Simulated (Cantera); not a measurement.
**Equilibrium for chemical vapour transport: Fe3O4 + Cl2 + N2**

Feed: 1 mol Fe3O4, 0.11 mol Cl2, 0.15 mol N2, at 0.600 bar.

Method: chemical equilibrium by Gibbs-energy minimisation in Cantera with the NASA 1993 tables (ideal gas, pure condensed phases). Candidate condensed phases: Fe, FeCl2, FeCl3, FeO, Fe2O3, Fe3O4; 19 gas species. Mutual solubility and eutectic melting of coexisting phases are not modelled. The numbers say what is thermodynamically allowed, not how fast it happens.

```json
[
 {"T (°C)": "702", "x N2": "0.944", "x FeCl2": "0.0217", "x FeCl3": "0.0274", "x O2": "1.23e-11", "x Cl2": "1.70e-5", "x Fe2Cl4": "0.00503", "x Cl": "1.41e-6", "x Fe2Cl6": "0.00135", "n FeCl2(l)": "0.0978", "n Fe2O3(s)": "0.430", "n Fe3O4(s)": "0.677"},
 {"T (°C)": "752", "x N2": "0.865", "x FeCl2": "0.0509", "x FeCl3": "0.0690", "x O2": "2.20e-10", "x Cl2": "7.42e-5", "x Fe2Cl4": "0.0117", "x Cl": "6.22e-6", "x Fe2Cl6": "0.00377", "n FeCl2(l)": "0.0772", "n Fe2O3(s)": "0.413", "n Fe3O4(s)": "0.690"},
 {"T (°C)": "802", "x N2": "0.700", "x FeCl2": "0.109", "x FeCl3": "0.157", "x O2": "2.97e-9", "x Cl2": "0.000278", "x Fe2Cl4": "0.0245", "x Cl": "2.38e-5", "x Fe2Cl6": "0.00927", "n FeCl2(l)": "0.0199", "n Fe2O3(s)": "0.365", "n Fe3O4(s)": "0.726"},
 {"T (°C)": "852", "x N2": "0.648", "x FeCl2": "0.145", "x FeCl3": "0.179", "x O2": "3.14e-8", "x Cl2": "0.000616", "x Fe2Cl4": "0.0214", "x Cl": "6.57e-5", "x Fe2Cl6": "0.00620", "n FeCl2(l)": "0", "n Fe2O3(s)": "0.351", "n Fe3O4(s)": "0.737"},
 {"T (°C)": "902", "x N2": "0.639", "x FeCl2": "0.169", "x FeCl3": "0.172", "x O2": "2.69e-7", "x Cl2": "0.00114", "x Fe2Cl4": "0.0153", "x Cl": "0.000158", "x Fe2Cl6": "0.00313", "n FeCl2(l)": "0", "n Fe2O3(s)": "0.355", "n Fe3O4(s)": "0.734"},
 {"T (°C)": "952", "x N2": "0.632", "x FeCl2": "0.192", "x FeCl3": "0.162", "x O2": "1.93e-6", "x Cl2": "0.00198", "x Fe2Cl4": "0.0109", "x Cl": "0.000351", "x Fe2Cl6": "0.00159", "n FeCl2(l)": "0", "n Fe2O3(s)": "0.359", "n Fe3O4(s)": "0.730"},
 {"T (°C)": "1002", "x N2": "0.625", "x FeCl2": "0.212", "x FeCl3": "0.150", "x O2": "1.18e-5", "x Cl2": "0.00325", "x Fe2Cl4": "0.00772", "x Cl": "0.000727", "x Fe2Cl6": "0.000823", "n FeCl2(l)": "0", "n Fe2O3(s)": "0.364", "n Fe3O4(s)": "0.727"},
 {"T (°C)": "1052", "x N2": "0.620", "x FeCl2": "0.230", "x FeCl3": "0.138", "x O2": "6.25e-5", "x Cl2": "0.00507", "x Fe2Cl4": "0.00551", "x Cl": "0.00142", "x Fe2Cl6": "0.000434", "n FeCl2(l)": "0", "n Fe2O3(s)": "0.367", "n Fe3O4(s)": "0.725"},
 {"T (°C)": "1102", "x N2": "0.615", "x FeCl2": "0.246", "x FeCl3": "0.125", "x O2": "0.000293", "x Cl2": "0.00760", "x Fe2Cl4": "0.00395", "x Cl": "0.00263", "x Fe2Cl6": "0.000233", "n FeCl2(l)": "0", "n Fe2O3(s)": "0.370", "n Fe3O4(s)": "0.723"},
 {"T (°C)": "1152", "x N2": "0.609", "x FeCl2": "0.258", "x FeCl3": "0.113", "x O2": "0.00123", "x Cl2": "0.0110", "x Fe2Cl4": "0.00284", "x Cl": "0.00465", "x Fe2Cl6": "0.000127", "n FeCl2(l)": "0", "n Fe2O3(s)": "0.369", "n Fe3O4(s)": "0.723"},
 {"T (°C)": "1202", "x N2": "0.602", "x FeCl2": "0.267", "x FeCl3": "0.100", "x O2": "0.00469", "x Cl2": "0.0153", "x Fe2Cl4": "0.00204", "x Cl": "0.00786", "x Fe2Cl6": "6.99e-5", "n FeCl2(l)": "0", "n Fe2O3(s)": "0.364", "n Fe3O4(s)": "0.727"},
 {"T (°C)": "1252", "x N2": "0.590", "x FeCl2": "0.271", "x FeCl3": "0.0878", "x O2": "0.0163", "x Cl2": "0.0204", "x Fe2Cl4": "0.00145", "x Cl": "0.0127", "x Fe2Cl6": "3.80e-5", "n FeCl2(l)": "0", "n Fe2O3(s)": "0.343", "n Fe3O4(s)": "0.741"},
 {"T (°C)": "1302", "x N2": "0.562", "x FeCl2": "0.265", "x FeCl3": "0.0733", "x O2": "0.0524", "x Cl2": "0.0259", "x Fe2Cl4": "0.000975", "x Cl": "0.0197", "x Fe2Cl6": "1.92e-5", "n FeCl2(l)": "0", "n Fe2O3(s)": "0.278", "n Fe3O4(s)": "0.784"}
]
```
x: gas mole fraction; n: condensed amount in mol.

From 702 °C to 802 °C the condensed part is FeCl2(l) + Fe2O3(s) + Fe3O4(s). From 852 °C to 1302 °C the condensed part is Fe2O3(s) + Fe3O4(s). The main Fe-bearing gas is FeCl3 at 702 °C and FeCl2 at 1302 °C.
